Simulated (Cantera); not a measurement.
Feed: 1 mol Si, 10 mol NH3, 4.9 mol H2, at 0.110 bar.

Equilibrium computed with Cantera from the NASA thermochemical tables; the gas is ideal and each condensed phase is pure. Candidate condensed phases: Si, Si3N4; 18 gas species. Gases not in the tables: Si2H6 and higher silanes. The numbers say what is thermodynamically allowed, not how fast it happens.

Over these rows the condensed part is Si3N4(s). Partial pressures as log10 of bar:

| T (K) | 1000/T (1/K) | log p Si | log p H2 | log p N2 |
|---|---|---|---|---|
| 1575 | 0.6349 | -8.58 | -1.04 | -1.71 |
| 1625 | 0.6154 | -7.88 | -1.04 | -1.71 |
| 1675 | 0.5970 | -7.22 | -1.04 | -1.71 |
| 1725 | 0.5797 | -6.60 | -1.04 | -1.71 |
| 1775 | 0.5634 | -6.01 | -1.04 | -1.71 |
| 1825 | 0.5479 | ? | -1.04 | -1.71 |

Task: Fit log p(Si) = a + b·(1000/T) to the five rows, give the apparent enthalpy, and predict the row at 1825 K.

Result: Means: 1000/T = 0.5981, log p = -7.258. Sxy = -0.114865, Sxx = 0.0031974, so b = -35.92 and a = -7.258 − (-35.92)×0.5981 = 14.23.
Apparent enthalpy: −19.145 × (-35.92) = 688 kJ/mol. With the condensed phases at unit activity, 1/3 Si3N4(s) = Si(g) + 2/3 N2(g) links this pressure to the main gases: over the six rows their terms move log p by +0.00 in all, so the slope is close to that reaction's ΔH°. The five rows lie within 0.01 of the line.
Prediction at 1825 K: 14.23 + (-35.92)×0.5479 = -5.45. The computed value is -5.46, 0.01 from the line.
